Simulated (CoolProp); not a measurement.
R245ca along the isobar 0.405 MPa: fugacity coefficient from the reference equation and from simpler models built on Tc = 174.4 °C, pc = 3.941 MPa, ω = 0.355; each cubic takes its own stable root.

Model: reference Helmholtz-energy equation of state, Zhou 2016, in CoolProp.

```
T (°C)  phase  reference  Redlich-Kwong  Soave-Redlich-Kwong
------  -----  ---------  -------------  -------------------
99.75     gas     0.9320         0.9417               0.9361
105.75    gas     0.9357         0.9443               0.9392
111.65    gas     0.9391         0.9466               0.9422
117.55    gas     0.9422         0.9488               0.9449
123.45    gas     0.9452         0.9509               0.9476
129.45    gas     0.9480         0.9530               0.9501
135.35    gas     0.9506         0.9548               0.9524
141.25    gas     0.9530         0.9566               0.9547
147.25    gas     0.9553         0.9584               0.9568
153.15    gas     0.9574         0.9600               0.9588
159.05    gas     0.9594         0.9615               0.9607
164.95    gas     0.9613         0.9630               0.9625
170.95    gas     0.9631         0.9644               0.9642
176.85    gas     0.9647         0.9657               0.9659
```
